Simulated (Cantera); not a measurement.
An adiabatic, constant-pressure homogeneous reactor starts with CO : H2 : CH4 : O2 : N2 = 1 : 0.1 : 0.27 : 2.18 : 8.2 (molar parts), equivalence ratio 0.50, at 1325 K and 750 Torr.

Computed with Cantera and GRI-Mech 3.0 (53 species, 325 reactions).

Task: Predict: time of steepest temperature rise; temperature at 4.00 s; equilibrium temperature; x(CO) at 4.00 s; x(H2) at 4.00 s; x(NO) at 4.00 s; x(CO2) at 4.00 s.

Result: 
```json
{
 "time_of_steepest_temperature_rise": "0.472 ms",
 "temperature at 4.00 s": "2388 K",
 "equilibrium_temperature": "2388 K",
 "x(CO) at 4.00 s": "0.00692 (gas-phase equilibrium 0.00692)",
 "x(H2) at 4.00 s": "0.000592 (gas-phase equilibrium 0.000592)",
 "x(NO) at 4.00 s": "0.0119 (gas-phase equilibrium 0.0119)",
 "x(CO2) at 4.00 s": "0.106 (gas-phase equilibrium 0.106)"
}
```
